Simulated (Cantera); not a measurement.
A closed system holds: 1 mol Al2O3, 2.6 mol BCl3, 8.5 mol O2, at 0.140 bar.

These are equilibrium values from Cantera (NASA tables, ideal gas, pure condensed phases), not measurements of a reactor. Candidate condensed phases: Al, AlCl3, Al2O3, B, B2O3; 30 gas species. Mutual solubility and eutectic melting of coexisting phases are not modelled. Condensed phases not in the tables: borates and borosilicate glass, alloys, solid solutions and most ternary compounds. Equilibrium is a limit: real reactors are often held back by kinetics, nucleation or transport.

**Question.** At 1250 K, list the 4 most abundant gas species with their mole fractions, and the condensed phases.

**Answer.** O2 0.623, Cl2 0.364, Cl 0.0126, ClO 0.000133. Condensed: Al2O3(s) + B2O3(l).
